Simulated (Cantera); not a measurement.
A counterflow diffusion flame at 1880 Torr, nozzles 20 mm apart: fuel side 29.2 % CO, 9.36 % H₂, 5.85 % CH₄, 55.6 % N₂ at 475 K, oxidiser side 27.0 % O₂, 73.0 % N₂ at 673 K, fuel mass flux 1.3 times the oxidiser's; mixture-averaged transport, no radiation.

Cantera simulation using GRI-Mech 3.0 (53 species, 325 reactions); the numbers are that mechanism's predictions, not measurements. GRI-Mech 3.0 has no aromatics or soot, which form on the fuel side of real flames. The maximum strain rate includes the flame's own expansion and is several times the mean.

x: mole fraction; the columns are a selection and need not sum to one.

| oxidiser flux (kg/m²/s) | max strain (1/s) | mean strain (1/s) | T max (K) | peak x OH | peak x H | peak x NO | peak x CO | peak x C₂H₂ |
|---|---|---|---|---|---|---|---|---|
| 1.5 | 381 | 120 | 2171 | 0.00686 | 0.00300 | 0.000210 | 0.294 | 0.00131 |
| 2.4 | ? | 191 | 2129 | 0.00711 | ? | ? | 0.294 | 0.00135 |
| 3.9 | ? | 311 | 2083 | 0.00730 | ? | ? | 0.294 | 0.00132 |
| 6.4 | 1550 | 510 | 2034 | 0.00736 | 0.00452 | 0.000106 | 0.294 | 0.00119 |
| 10 | 2390 | 797 | 1986 | 0.00729 | 0.00497 | 8.13e-5 | 0.294 | 0.000989 |
| 17 | 4010 | 1360 | 1924 | 0.00698 | 0.00541 | 5.38e-5 | 0.294 | 0.000671 |
| 27 | 6290 | 2150 | 1860 | 0.00646 | 0.00558 | 3.31e-5 | 0.294 | 0.000379 |

Question: Fill in the missing entries.

Answer: 
- 2.4, max strain (1/s): 598
- 2.4, peak x H: 0.00348
- 2.4, peak x NO: 0.000170
- 3.9, max strain (1/s): 958
- 3.9, peak x H: 0.00399
- 3.9, peak x NO: 0.000137
